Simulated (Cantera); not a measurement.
A closed system holds: 1 mol C₆H₆, 0.75 mol CO₂, equilibrated at 3.00 mbar.

These are equilibrium values from Cantera (NASA tables, ideal gas, pure condensed phases), not measurements of a reactor. Candidate condensed phases: C, C₆H₆, C₇H₈, C₈H₁₈, H₂O; 131 gas species. Ions and electrons are included (thermal ionisation). Equilibrium is a limit: real reactors are often held back by kinetics, nucleation or transport.

Q: At 2977 °C, list the 4 most abundant gas species with their mole fractions, and the condensed phases.

A: H 0.595, CO 0.155, C₃ 0.132, C 0.0724. Condensed: gas only.
